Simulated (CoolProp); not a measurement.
The numbers come from the reference Helmholtz-energy equation of state, Akasaka 2019 in CoolProp.

**Question.** For R1234ze(Z), give the phase and the cp (kJ/(kg K)), speed of sound (m/s) at 376.5 K and 0.125 MPa; 389.2 K and 0.125 MPa; 427.3 K and 0.125 MPa.

**Answer.** 
- 376.5 K and 0.125 MPa: gas; cp 0.982, speed of sound 169
- 389.2 K and 0.125 MPa: gas; cp 1.00, speed of sound 172
- 427.3 K and 0.125 MPa: gas; cp 1.06, speed of sound 181
